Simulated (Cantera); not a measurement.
An isothermal, constant-pressure homogeneous reactor starts with 1.72 % CH4, 98.3 % N2, at 1575 K and 0.133 bar.

Cantera simulation using GRI-Mech 3.0 (53 species, 325 reactions); the numbers are that mechanism's predictions, not measurements. GRI-Mech 3.0 stops at C3 and has no aromatics, soot or wall deposition, so with more carbon than oxygen in the feed, carbon stays in small species such as C2H2 where larger ones or solid carbon would form.

x: mole fraction; the columns are a selection and need not sum to one.

```tsv
t (s)	x CH4	x C2H2	x HCN	x CH3	x CH2	x H
3.00e-6	0.0172	<1e-12	<1e-12	9.54e-9	<1e-12	?
1.94e-5	0.0172	<1e-12	<1e-12	7.93e-8	<1e-12	?
0.000126	0.0172	<1e-12	<1e-12	6.88e-7	2.72e-12	5.37e-8
0.000814	0.0172	6.72e-12	<1e-12	4.74e-6	7.54e-11	5.41e-8
0.00527	0.0172	1.29e-8	1.13e-12	3.01e-5	2.35e-9	?
0.0341	0.0167	2.15e-5	3.51e-10	0.000150	4.92e-8	?
0.221	0.0106	0.00281	6.78e-8	0.000132	6.37e-8	?
1.43	0.00323	0.00684	5.09e-7	4.07e-5	2.21e-8	?
9.27	0.000463	0.00824	1.44e-6	6.57e-6	4.14e-9	1.73e-5
60.0	6.55e-5	0.00844	2.39e-6	9.54e-7	6.21e-10	1.82e-5
```

Task: Some entries are withheld; supply them.

Result: 
- 3.00e-6, x H: 8.16e-9
- 1.94e-5, x H: 3.52e-8
- 0.00527, x H: 7.13e-8
- 0.0341, x H: 6.73e-7
- 0.221, x H: 6.22e-6
- 1.43, x H: 1.30e-5
